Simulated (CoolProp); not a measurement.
Properties of ethane along the isobar 58.2 bar.

Model: reference Helmholtz-energy equation of state, Bücker 2006, in CoolProp.

```csv
T (K),phase,density (kg/m³),cp (kJ/(kg K)),cv (kJ/(kg K)),expansivity (1/kK)
123.1,liquid,618.3,2.274,1.480,1.751
147.5,liquid,591.6,2.312,1.451,1.874
171.8,liquid,564.2,2.368,1.441,2.048
196.2,liquid,535.1,2.450,1.448,2.301
220.5,liquid,503.8,2.573,1.474,2.686
244.9,liquid,468.5,2.765,1.519,3.332
269.2,liquid,426.3,3.101,1.586,4.620
293.6,liquid,366.7,3.985,1.695,8.727
317.9,supercritical,156.0,10.25,1.987,53.91
```
